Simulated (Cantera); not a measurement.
Charge: 1 mol C2H6, 0.4 mol CO2, at 677 °C and 1580 Torr.

These are equilibrium values from Cantera (NASA tables, ideal gas, pure condensed phases), not measurements of a reactor. Candidate condensed phases: C, C6H6, C7H8, C8H18, H2O; 110 gas species. The numbers say what is thermodynamically allowed, not how fast it happens.

Base state: H2 0.624, CH4 0.137, H2O 0.115, CO 0.0937, CO2 0.0308 (mole fractions); condensed: C(graphite).

**Question.** What changes in the equilibrium state with this change: temperature from 677 °C to 1127 °C?

**Answer.** 
| species | before | after |
|---|---|---|
| H2 | 0.624 | 0.783 |
| CO | 0.0937 | 0.210 |
| CH4 | 0.137 | 0.00556 |
| CO2 | 0.0308 | 0.000159 |
| H2O | 0.115 | 0.00129 |
| C(graphite), mol | 1.63 | 1.58 |

**Question.** What changes in the equilibrium state with this change: CO2 from 0.4 to 0.1 mol?

**Answer.** 
```
species           before    after
----------------  ------  -------
H2                 0.624    0.735
CH4                0.137    0.190
H2O                0.115   0.0421
CO                0.0937   0.0292
CO2               0.0308  0.00299
C(graphite), mol    1.63     1.52
```
